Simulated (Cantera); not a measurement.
A freely propagating, adiabatic, planar premixed flame of H2 : O2 : N2 : H2O = 1 : 0.278 : 1.14 : 0.079 (molar parts), equivalence ratio 1.8, unburnt at 350 K and 5.00 bar; mixture-averaged transport, grid criteria slope 0.08 and curve 0.16, no radiation.

Model: the H2/O2 subset of GRI-Mech 3.0, which has no nitrogen chemistry, integrated in Cantera. The hydrogen kinetics of GRI-Mech 3.0 are dated; newer H2 mechanisms differ, most at raised pressure. Burning velocities carry a grid error of a few per cent, more on coarse grids.

x: mole fraction of selected species; z is measured from the peak of heat release.

```tsv
z (mm)	T (K)	u (m/s)	x H2	x O2	x H2O	x H2O2	x O	x OH
-0.140	350	2.91	0.400	0.111	0.0316	<1e-8	<1e-8	<1e-8
-0.0931	350	2.91	0.400	0.111	0.0316	<1e-8	<1e-8	<1e-8
-0.0698	350	2.91	0.400	0.111	0.0317	1.33e-8	<1e-8	<1e-8
-0.0465	354	2.93	0.398	0.112	0.0319	3.88e-7	5.52e-8	<1e-8
-0.0233	___	3.60	0.375	0.114	___	___	___	___
-0.0116	___	5.95	___	0.105	___	___	___	___
0	1169	8.89	0.284	0.0793	0.128	6.54e-5	0.000733	0.00121
0.0116	1458	11.0	0.236	0.0468	0.191	8.94e-6	0.00146	0.00208
0.0233	1625	12.2	0.204	0.0226	0.236	2.63e-6	0.00137	0.00280
0.0465	1773	13.3	0.183	0.00441	0.271	1.13e-6	0.000658	0.00318
0.0931	1873	14.0	0.183	0.000412	0.280	4.94e-7	0.000291	0.00284
0.186	1947	14.4	0.187	9.21e-5	0.283	2.26e-7	0.000125	0.00207
0.372	1997	14.8	0.191	3.21e-5	0.285	9.52e-8	4.45e-5	0.00131
```

Some entries are withheld; supply them.


- -0.0233, T (K): 448
- -0.0233, x H2O: 0.0372
- -0.0233, x H2O2: 4.94e-5
- -0.0233, x O: 4.31e-6
- -0.0233, x OH: 1.85e-5
- -0.0116, T (K): 766
- -0.0116, x H2: 0.336
- -0.0116, x H2O: 0.0680
- -0.0116, x H2O2: 0.000145
- -0.0116, x O: 0.000120
- -0.0116, x OH: 0.000697
